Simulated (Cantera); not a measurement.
An isothermal, constant-pressure homogeneous reactor starts with H₂ : O₂ : N₂ : H₂O = 1.2 : 1 : 2.7 : 0.01 (molar parts), equivalence ratio 0.60, at 1025 K and 0.380 bar.

Model: GRI-Mech 3.0 (53 species, 325 reactions), integrated in Cantera. The temperature is held fixed by assumption; the heat of reaction is taken as removed at once.

One state of this run: x H₂ = 0.00491; x O₂ = 0.0949; x HO₂ = 4.90e-5; x NO₂ = 3.14e-8; x H₂O₂ = 8.14e-6. x: mole fraction; the columns are a selection and need not sum to one.

Task: Which value of t (s) does it belong to?
(A) 1.03e-5
(B) 0.00139
(C) 0.000271
(D) 0.00717

Result: B, 0.00139
